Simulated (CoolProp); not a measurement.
Ethylene at several states: fugacity coefficient from the reference equation and from simpler models built on Tc = 9.2 °C, pc = 5.042 MPa, ω = 0.087; each cubic takes its own stable root.

The numbers come from the reference Helmholtz-energy equation of state, Smukala 2000 in CoolProp.

```tsv
T (°C)	p (MPa)	phase	reference
-78.25	2.38	liquid	0.1524
-102.35	0.131	liquid	0.8125
95.15	0.0156	gas	0.9996
-147.05	4.09	liquid	0.0008335
133.25	0.0647	gas	0.9987
```

**Question.** How far does each simpler model (Redlich-Kwong, Soave-Redlich-Kwong, Peng-Robinson) lie from the reference over these 5 states: mean and median of the absolute difference, and the worst?

**Answer.** 
- Redlich-Kwong: mean 7.5 %, median 2.5 %, worst -27.9 % at -147.05 °C and 4.09 MPa
- Soave-Redlich-Kwong: mean 0.3 %, median 0.3 %, worst +0.7 % at -78.25 °C and 2.38 MPa
- Peng-Robinson: mean 2.3 %, median 0.2 %, worst +9.7 % at -147.05 °C and 4.09 MPa
